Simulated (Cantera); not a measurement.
# Gas activation for diamond growth

An isothermal, constant-pressure homogeneous reactor starts with 0.791 % CH₄, 97.6 % H₂, 1.56 % CO₂, at 2875 K and 12.0 Torr.

Cantera simulation using GRI-Mech 3.0 (53 species, 325 reactions); the numbers are that mechanism's predictions, not measurements. Radical loss at walls, strong at low pressure, is not modelled.

```tsv
t (s)	x CH₄	x H₂	x CO₂	x HCO	x C₂H₂	x CH₃
9.00e-6	0.00768	0.976	0.0156	3.15e-10	5.80e-10	0.000227
3.13e-5	0.00743	0.974	0.0155	2.74e-9	5.64e-8	0.000463
0.000109	0.00678	0.968	0.0148	5.78e-8	3.27e-6	0.00107
0.000380	0.00506	0.946	0.00862	4.34e-7	0.000147	0.00226
0.00132	0.00159	0.910	0.000105	6.86e-7	0.00183	0.00160
0.00461	0.000214	0.885	3.26e-5	2.89e-7	0.00210	0.000334
0.0161	2.25e-5	0.840	2.57e-5	1.28e-7	0.000250	5.80e-5
0.0560	2.03e-11	0.726	2.31e-5	4.64e-8	<1e-12	1.14e-10
0.195	<1e-12	0.536	2.02e-5	2.03e-8	<1e-12	7.99e-12
0.679	<1e-12	0.432	1.78e-5	1.32e-8	<1e-12	2.20e-12
2.37	<1e-12	0.427	1.77e-5	1.29e-8	<1e-12	2.07e-12
8.24	<1e-12	0.427	1.77e-5	1.29e-8	<1e-12	2.07e-12
28.7	<1e-12	0.427	1.77e-5	1.29e-8	<1e-12	2.07e-12
100	<1e-12	0.427	1.77e-5	1.29e-8	<1e-12	2.07e-12
```
x: mole fraction; the columns are a selection and need not sum to one.

Equilibrium at this temperature and pressure: CH₄ <1e-12, H₂ 0.427, CO₂ 1.77e-5, HCO 1.29e-8, C₂H₂ <1e-12, CH₃ 2.10e-12 (gas phase only).
